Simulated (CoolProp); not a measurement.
Vapour pressure (kPa) of vinyl chloride: the reference equation beside estimates from Tc = 151.9 °C, pc = 5600 kPa, ω = 0.160. Clausius-Clapeyron is anchored at 7.85 °C with a constant enthalpy of vaporisation of 21.08 kJ/mol.

Values from CoolProp's reference Helmholtz-energy equation of state, Thol 2022.

```
T (°C)  reference  Lee-Kesler  Clausius-Clapeyron  van der Waals  Redlich-Kwong  Soave-Redlich-Kwong
------  ---------  ----------  ------------------  -------------  -------------  -------------------
0.05        173.7       172.1               176.6          716.2          228.3                172.3
3.95        199.7       198.2               201.3          773.5          260.9                198.3
7.85        228.5       227.2               228.5          833.7          296.8                227.2
11.75       260.5       259.4               258.6          896.9          336.2                259.4
15.65       295.8       295.0               291.6          963.2          379.2                294.8
19.55       334.6       334.1               327.8           1033          426.2                333.9
23.45       377.0       377.0               367.4           1105          477.3                376.8
27.35       423.4       423.9               410.5           1181          532.7                423.8
```

Absolute difference from the reference over all 8 rows, mean and median: Lee-Kesler 0.4 and 0.3 %, Clausius-Clapeyron 1.5 and 1.5 %, van der Waals 239.4 and 235.0 %, Redlich-Kwong 28.6 and 28.6 %, Soave-Redlich-Kwong 0.4 and 0.4 %.
